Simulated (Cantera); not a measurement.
Mixture: CH₄ : O₂ : N₂ = 1 : 2 : 7.52 (molar parts), equivalence ratio 1.0, at 5.00 bar, adiabatic and at constant pressure. Ignition delay is the time to a rise of 400 K.

Model: GRI-Mech 3.0 (53 species, 325 reactions), integrated in Cantera.

What does this change do: CH4 1 to 0.73 parts?


```tsv
quantity	before	after
delay at 1025 K	0.120 s	0.105 s
delay at 1100 K	38.9 ms	33.3 ms
delay at 1175 K	13.9 ms	11.8 ms
delay at 1250 K	5.32 ms	4.55 ms
delay at 1325 K	2.18 ms	1.87 ms
delay at 1400 K	0.944 ms	0.816 ms
apparent activation energy between 1250 and 1400 K	170 kJ/mol	170 kJ/mol
```

What does this change do: pressure from 5.00 bar to 13.0 bar?


```tsv
quantity	before	after
delay at 1025 K	0.120 s	40.9 ms
delay at 1100 K	38.9 ms	13.0 ms
delay at 1175 K	13.9 ms	4.82 ms
delay at 1250 K	5.32 ms	1.96 ms
delay at 1325 K	2.18 ms	0.851 ms
delay at 1400 K	0.944 ms	0.391 ms
apparent activation energy between 1250 and 1400 K	170 kJ/mol	160 kJ/mol
```
The pressure lies above the range GRI-Mech 3.0 was tuned for (to about 10 atm).
